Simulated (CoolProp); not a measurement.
Fluorine at several states: Z from the reference equation and from simpler models built on Tc = -128.7 °C, pc = 5.240 MPa, ω = 0.045; each cubic takes its own stable root.

The numbers come from the reference Helmholtz-energy equation of state, de Reuck 1990 in CoolProp.

| T (°C) | p (MPa) | phase | reference |
|---|---|---|---|
| -137.05 | 0.0112 | gas | 0.9992 |
| -205.35 | 0.347 | liquid | 0.01447 |
| -201.65 | 0.0173 | liquid | 0.0006943 |

**Question.** How far does each simpler model (van der Waals, Redlich-Kwong, Soave-Redlich-Kwong, Peng-Robinson) lie from the reference over these 3 states: mean and median of the absolute difference, and the worst?

**Answer.** 
- van der Waals: mean 47756.8 %, median 46.2 %, worst +143224.2 % at -201.65 °C and 0.0173 MPa
- Redlich-Kwong: mean 1.1 %, median 1.6 %, worst -1.7 % at -205.35 °C and 0.347 MPa
- Soave-Redlich-Kwong: mean 0.4 %, median 0.6 %, worst -0.6 % at -201.65 °C and 0.0173 MPa
- Peng-Robinson: mean 7.8 %, median 11.6 %, worst -11.7 % at -201.65 °C and 0.0173 MPa

At some of these states van der Waals gives the other phase, because its saturation line lies elsewhere.
